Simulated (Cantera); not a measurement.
Source: NASA polynomial tables (part measured, part estimated), evaluated in Cantera. Values are per mole of reaction as written; species without (g) are pure solids or liquids, kept so even where they would boil at 1 bar.

2 Si + O₂(g) ⇌ 2 SiO(g), with ΔH° = -200.9 kJ and ΔS° = 180.3 J/K at 300 K.

Question: How far is the shortcut ΔG° ≈ ΔH°(300 K) − T·ΔS°(300 K) from the full temperature-dependent value at 375, 525, 675, 825, 975, 1125, 1275, 1425, 1575, 1725 K?

Answer: 
| T (K) | shortcut (kJ) | full (kJ) | difference (kJ) | difference in log10 K | condensed phases |
|---|---|---|---|---|---|
| 375 | -268.5 | -268.4 | -0.1 | 0.01 | Si(s) |
| 525 | -295.5 | -294.7 | -0.8 | 0.08 | Si(s) |
| 675 | -322.6 | -320.5 | -2.1 | 0.16 | Si(s) |
| 825 | -349.6 | -345.8 | -3.9 | 0.24 | Si(s) |
| 975 | -376.7 | -370.6 | -6.1 | 0.32 | Si(s) |
| 1125 | -403.7 | -395.1 | -8.6 | 0.40 | Si(s) |
| 1275 | -430.8 | -419.2 | -11.6 | 0.47 | Si(s) |
| 1425 | -457.8 | -443.0 | -14.8 | 0.54 | Si(s) |
| 1575 | -484.9 | -466.5 | -18.4 | 0.61 | Si(s) |
| 1725 | -511.9 | -487.6 | -24.3 | 0.74 | Si(l) |
The shortcut ignores heat capacities and the phase changes listed.
